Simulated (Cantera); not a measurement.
A perfectly stirred reactor is fed with H2 : O2 : N2 = 1.5 : 1 : 1.6 (molar parts), equivalence ratio 0.75, at 0.200 bar; it is held at 1198 K, and followed from long to short residence time.

Cantera simulation using GRI-Mech 3.0 (53 species, 325 reactions); the numbers are that mechanism's predictions, not measurements. The temperature is held fixed by assumption; the heat of reaction is taken as removed at once.

One state of this run: x H2 = 0.0129; x O2 = 0.0797; x H = 0.00477; x N2O = 3.29e-8; x NO = 1.29e-6; x H2O = 0.426. x: mole fraction; the columns are a selection and need not sum to one.

**Question.** Which value of τ (s) does it belong to?
A. 0.29
B. 0.052
C. 0.0053
D. 0.16

**Answer.** C, 0.0053
